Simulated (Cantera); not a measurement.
Feed: 1 mol CH3SiCl3, 0.11 mol C3H8, 14 mol H2, equilibrated at 250 Pa.

Equilibrium computed with Cantera from the NASA thermochemical tables; the gas is ideal and each condensed phase is pure. Candidate condensed phases: C, C6H6, C7H8, C8H18, Si, SiC; 109 gas species. The feed counts by its element totals alone. The tables' values for SiCl are old estimates; treat these amounts as uncertain. Gases not in the tables: Si2H6 and higher silanes. Kinetics and transport are ignored.

x: gas mole fraction; n: condensed amount in mol.

| T (K) | x H2 | x H | x HCl | x Cl | x Si | x SiC2 | x SiCl2 | n C(graphite) | n SiC(s) |
|---|---|---|---|---|---|---|---|---|---|
| 2150 | 0.757 | 0.0734 | 0.142 | 0.0101 | 0.00824 | 0.000652 | 0.00497 | 0.537 | 0.707 |
| 2200 | 0.729 | 0.0962 | 0.135 | 0.0129 | 0.0158 | 0.00152 | 0.00514 | 0.679 | 0.505 |
| 2250 | 0.690 | 0.123 | 0.125 | 0.0162 | 0.0295 | 0.00341 | 0.00518 | 0.946 | 0.120 |
| 2300 | 0.653 | 0.156 | 0.119 | 0.0206 | 0.0349 | 0.00481 | ? | 0.984 | 0 |
| 2350 | 0.615 | 0.196 | 0.113 | 0.0259 | 0.0356 | 0.00581 | ? | 0.920 | 0 |
| 2400 | 0.572 | 0.241 | 0.105 | 0.0316 | 0.0353 | 0.00678 | ? | 0.845 | 0 |
| 2450 | 0.525 | 0.291 | 0.0959 | 0.0377 | 0.0344 | 0.00769 | ? | 0.761 | 0 |
| 2500 | 0.475 | 0.347 | 0.0854 | 0.0440 | 0.0329 | 0.00852 | ? | 0.665 | 0 |

### Question
What belongs in the gaps?

### Answer

- 2300, x SiCl2: 0.00358
- 2350, x SiCl2: 0.00217
- 2400, x SiCl2: 0.00126
- 2450, x SiCl2: 0.000713
- 2500, x SiCl2: 0.000391
